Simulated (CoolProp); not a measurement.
Properties of octamethyltrisiloxane (MDM) at several states (Tc = 565.4 K, pc = 1.438 MPa, ω = 0.528).

Computed with CoolProp (reference Helmholtz-energy equation of state, Thol 2017).

| T (K) | p (MPa) | phase | cp (kJ/(kg K)) | cv (kJ/(kg K)) | Joule-Thomson coefficient (K/MPa) |
|---|---|---|---|---|---|
| 224.4 | 0.155 | liquid | 1.655 | 1.349 | -0.5131 |
| 499.2 | 0.0108 | gas | 1.930 | 1.895 | 12.88 |
| 418.6 | 0.0458 | gas | 1.741 | 1.698 | 24.75 |
| 324.2 | 0.259 | liquid | 1.844 | 1.531 | -0.3976 |
| 272.6 | 1.36 | liquid | 1.727 | 1.419 | -0.4704 |
